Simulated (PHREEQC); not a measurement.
2.5 g of hydrous ferric oxide (600 m²/g; 0.2 weak and 0.005 strong sites per Fe, Dzombak-Morel constants, diffuse double layer) in 1 kg of water with 0.1 mol/kgw of an inert sodium salt, at 25 °C; the pH is set by adding NaOH or the inert anion's acid. Oxygen alone is held at its pressure in air (log pO2 = -0.68). The system is closed to CO2. Nothing may precipitate in this run.

Model: ion-association model, wateq4f.dat, run in PHREEQC.

Question: Predict surface charge σ (C/m²), surface potential ψ (mV) at pH = 4.5, 6.38.

Answer: 
```csv
pH,surface charge σ (C/m²),surface potential ψ (mV)
4.5,0.273,138
6.38,0.082,79
```

The oxide is taken as insoluble; below pH 4 it would dissolve.
